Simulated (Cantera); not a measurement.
Charge: 1 mol Si, 3.1 mol HBr, 7.7 mol N₂, held at 1250 K and 10.0 mbar.

Equilibrium computed with Cantera from the NASA thermochemical tables; the gas is ideal and each condensed phase is pure. Candidate condensed phases: Br₂, Si, Si₃N₄; 28 gas species. N₂ is the only nitrogen source here; it is nearly inert below about 1500 K, so the nitride shown seldom forms there in practice. The tables' values for SiBr₃ are old estimates; treat these amounts as uncertain. Rates play no part.

Base state: N₂ 0.708, HBr 0.238, H₂ 0.0341, SiBr₄ 0.0150, SiBr₂ 0.00203, Br 0.00195, SiBr₃ 0.000759, SiHBr₃ 4.62e-5 (mole fractions); condensed: Si₃N₄(s).

What changes in the equilibrium state with this change: pressure from 10.0 mbar to 30.0 mbar?


| species | before | after |
|---|---|---|
| N₂ | 0.708 | 0.710 |
| HBr | 0.238 | 0.234 |
| H₂ | 0.0341 | 0.0367 |
| SiBr₄ | 0.0150 | 0.0172 |
| SiBr₂ | 0.00203 | 0.000870 |
| Br | 0.00195 | 0.00106 |
| SiBr₃ | 0.000759 | 0.000533 |
| Si₃N₄(s), mol | 0.273 | 0.270 |

What changes in the equilibrium state with this change: pressure from 10.0 mbar to 0.100 bar?


```tsv
species	before	after
N₂	0.708	0.712
HBr	0.238	0.228
H₂	0.0341	0.0400
SiBr₄	0.0150	0.0194
SiBr₂	0.00203	0.000338
Br	0.00195	0.000543
SiBr₃	0.000759	0.000353
Si₃N₄(s), mol	0.273	0.266
```
